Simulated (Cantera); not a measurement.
**Counterflow diffusion flame**

A counterflow diffusion flame at 1200 Torr, nozzles 20 mm apart: fuel side 37.2 % CO, 3.35 % H₂, 59.5 % N₂ at 600 K, oxidiser side 24.0 % O₂, 76.0 % N₂ at 325 K, fuel mass flux 0.84 times the oxidiser's; mixture-averaged transport, no radiation.

Detailed kinetics in Cantera: GRI-Mech 3.0 (53 species, 325 reactions). The maximum strain rate includes the flame's own expansion and is several times the mean. A flux with no burning solution from the previous one only brackets extinction.

```
oxidiser flux (kg/m²/s)  max strain (1/s)  mean strain (1/s)  T max (K)  peak x OH  peak x H  peak x NO  peak x CO
-----------------------  ----------------  -----------------  ---------  ---------  --------  ---------  ---------
0.96                                  237               74.3       1797    0.00247   0.00396    4.94e-5      0.372
1.6                                   385                124       1745    0.00247   0.00466    4.18e-5      0.372
2.5                                   591                193       1695    0.00240   0.00528    3.60e-5      0.372
4.1                                   953                317       1635    0.00225   0.00582    2.92e-5      0.372
6.7                                  1520                519       1556    0.00196   0.00597    2.10e-5      0.372
11                                   2430                851       1433    0.00139   0.00494    9.96e-6      0.372
```
x: mole fraction; the columns are a selection and need not sum to one.

At the next flux tried, 18 kg/m²/s, no burning solution was found from the previous one.
